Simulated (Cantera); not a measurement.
**Transport properties of process gases**

Gas mixture: 43.1 % NO, 28.7 % CO2, 28.2 % O2, at 1.01 bar, frozen composition.

Cantera's kinetic-theory transport with the Lennard-Jones parameters of GRI-Mech 3.0, ideal gas; thermal conductivity in the multicomponent form. The composition is frozen, though it would react at the higher temperatures.

```
T (K)  ρ (kg/m³)  cp (J/kg/K)  μ (µPa s)  λ (mW/m/K)     Pr  D (cm²/s) H2O  D (cm²/s) CH3  D (cm²/s) OH
-----  ---------  -----------  ---------  ----------  -----  -------------  -------------  ------------
400         1.05        961.5       22.6        30.6  0.710          0.356          0.347         0.487
650        0.648         1062       32.4        48.1  0.716          0.889          0.810          1.12
900        0.468         1136       40.6        64.3  0.718           1.60           1.41          1.93
1150       0.367         1184       47.9        78.9  0.719           2.46           2.13          2.91
1400       0.301         1217       54.6        92.4  0.719           3.46           2.96          4.04
1650       0.255         1242       60.8         105  0.719           4.59           3.89          5.30
1900       0.222         1260       66.7         117  0.719           5.83           4.92          6.70
```
D: mixture-averaged diffusion coefficient of that species in the mixture.
